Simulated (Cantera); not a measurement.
## Moist CO burnout

An isothermal, constant-pressure homogeneous reactor starts with 1.45 % CO, 0.791 % O₂, 1.25 % H₂O, 96.5 % N₂, equivalence ratio 0.91, at 1325 K and 750 Torr.

Computed with Cantera and GRI-Mech 3.0 (53 species, 325 reactions).

| t (s) | x CO | x O₂ | x H₂O | x H₂O₂ | x H | x CO₂ |
|---|---|---|---|---|---|---|
| 0.000300 | 0.0145 | 0.00791 | 0.0125 | 1.15e-12 | 7.69e-9 | 3.95e-8 |
| 0.00135 | 0.0143 | 0.00783 | 0.0125 | 9.28e-9 | 2.67e-5 | 0.000137 |
| 0.00606 | 0.00186 | 0.00185 | 0.0118 | 1.12e-7 | 0.000431 | 0.0127 |
| 0.0272 | 0.000320 | 0.000882 | 0.0125 | 2.69e-8 | 3.02e-5 | 0.0143 |
| 0.122 | 4.65e-5 | 0.000706 | 0.0126 | 4.49e-9 | 1.67e-6 | 0.0145 |
| 0.551 | 4.67e-6 | 0.000681 | 0.0126 | 5.45e-10 | 5.97e-8 | 0.0146 |
| 2.47 | 5.32e-7 | 0.000679 | 0.0126 | 7.39e-11 | 2.71e-9 | 0.0146 |
| 11.1 | 1.53e-7 | 0.000679 | 0.0126 | 2.35e-11 | 4.73e-10 | 0.0146 |
| 50.0 | 1.41e-7 | 0.000679 | 0.0126 | 2.18e-11 | 4.21e-10 | 0.0146 |
x: mole fraction; the columns are a selection and need not sum to one.

Equilibrium at this temperature and pressure: CO 1.42e-7, O₂ 0.000666, H₂O 0.0126, H₂O₂ 2.16e-11, H 4.23e-10, CO₂ 0.0146 (gas phase only).
